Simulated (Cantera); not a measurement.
An isothermal, constant-pressure homogeneous reactor starts with 58.5 % CH4, 32.7 % H2O, 8.77 % H2, at 1575 K and 0.132 atm.

Computed with Cantera and GRI-Mech 3.0 (53 species, 325 reactions). GRI-Mech 3.0 stops at C3 and has no aromatics, soot or wall deposition, so with more carbon than oxygen in the feed, carbon stays in small species such as C2H2 where larger ones or solid carbon would form.

Problem. Predict: x(CH4) at 2.00 s; x(H2O) at 2.00 s; x(H2) at 2.00 s; x(CO) at 2.00 s; x(C2H6) at 2.00 s; x(CH2CO) at 2.00 s; x(C2H) at 2.00 s.

Solution. 
| Quantity | Result |
|---|---|
| x(CH4) at 2.00 s | 0.0504 (gas-phase equilibrium 0.00859) |
| x(H2O) at 2.00 s | 0.181 (gas-phase equilibrium 2.81e-7) |
| x(H2) at 2.00 s | 0.591 (gas-phase equilibrium 0.755) |
| x(CO) at 2.00 s | 0.0258 (gas-phase equilibrium 0.173) |
| x(C2H6) at 2.00 s | 9.56e-6 (gas-phase equilibrium 4.39e-7) |
| x(CH2CO) at 2.00 s | 3.20e-5 (gas-phase equilibrium 6.55e-8) |
| x(C2H) at 2.00 s | 5.91e-8 (gas-phase equilibrium 2.42e-8) |
